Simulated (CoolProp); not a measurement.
Saturation properties of the fluoroketone C6F12O (FK-5-1-12).

The numbers come from the reference Helmholtz-energy equation of state, McLinden 2015 in CoolProp.

```tsv
T (K)	p (bar)	liquid density (kg/m³)	vapour Z
236.1	0.01192	1778	0.9977
245.1	0.02292	1753	(withheld)
254	0.04131	1729	0.9938
263	0.07121	1704	0.9907
272	0.1173	1679	0.9864
280.9	0.1846	1653	(withheld)
289.9	0.2819	1627	0.9742
298.8	(withheld)	(withheld)	0.9658
307.8	(withheld)	1573	0.9557
316.8	0.8367	1544	0.9437
```

**Question.** Complete the blanks.

**Answer.** 
- 245.1, vapour Z: 0.9961
- 280.9, vapour Z: 0.9810
- 298.8, p (bar): 0.4152
- 298.8, liquid density (kg/m³): 1600
- 307.8, p (bar): 0.5970

It boils at 322.2 K under 1 atm.
